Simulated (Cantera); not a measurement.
Input: 1 mol Si3N4, 2.9 mol O2, 6.1 mol H2, 0.00016 mol CH4, at 9500 Pa.

Equilibrium computed with Cantera from the NASA thermochemical tables; the gas is ideal and each condensed phase is pure. Candidate condensed phases: C, C6H6, C7H8, C8H18, H2O, Si, SiC, SiO2, Si2N2O, Si3N4; 151 gas species. Mutual solubility and eutectic melting of coexisting phases are not modelled. The tables hold silica as quartz up to 1696 K and as liquid above; real silica turns to tridymite and cristobalite and melts near 1996 K. Kinetics and transport are ignored.

log p: log10 of the partial pressure in bar; n: condensed amount in mol.

| T (°C) | log p H2 | log p N2 | log p SiO | log p H2O | log p H | log p CO | n SiO2(β-quartz) | n Si2N2O(s) | n SiO2(condensed) |
|---|---|---|---|---|---|---|---|---|---|
| 725 | -1.14 | -1.64 | <-13 | -5.52 | -9.24 | -6.50 | 2.87 | 0.0668 | 0 |
| 800 | -1.14 | -1.64 | -12.11 | -5.37 | -8.42 | -5.91 | 2.87 | 0.0668 | 0 |
| 875 | -1.14 | -1.64 | -10.50 | -5.23 | -7.72 | -5.75 | 2.87 | 0.0669 | 0 |
| 950 | -1.14 | -1.64 | (withheld) | (withheld) | (withheld) | -5.73 | 2.87 | 0.0669 | 0 |
| 1025 | -1.14 | -1.64 | -7.83 | -5.02 | -6.54 | -5.72 | 2.87 | 0.0670 | 0 |
| 1100 | -1.14 | -1.64 | -6.72 | -4.93 | -6.05 | -5.72 | 2.87 | 0.0670 | 0 |
| 1175 | -1.14 | -1.64 | -5.73 | -4.85 | -5.61 | -5.72 | 2.87 | 0.0671 | 0 |
| 1250 | -1.14 | -1.64 | -4.84 | -4.78 | -5.21 | -5.72 | 2.87 | 0.0668 | 0 |
| 1325 | -1.14 | -1.64 | -4.04 | -4.72 | -4.85 | -5.72 | 2.86 | 0.0647 | 0 |
| 1400 | -1.15 | -1.64 | -3.31 | -4.66 | -4.52 | -5.73 | 2.85 | 0.0533 | 0 |
| 1475 | -1.16 | -1.64 | -2.64 | -4.63 | -4.22 | -5.74 | 0 | 0.00104 | 2.80 |
| 1550 | -1.16 | -1.64 | -2.62 | (withheld) | (withheld) | -5.74 | 0 | 0 | 2.79 |
| 1625 | -1.16 | -1.64 | -2.58 | -3.45 | -3.69 | -5.74 | 0 | 0 | 2.77 |

Question: Complete the blanks.

Answer: 
- 1550, log p H2O: -4.00
- 1550, log p H: -3.94
- 950, log p SiO: -9.08
- 950, log p H2O: -5.12
- 950, log p H: -7.09
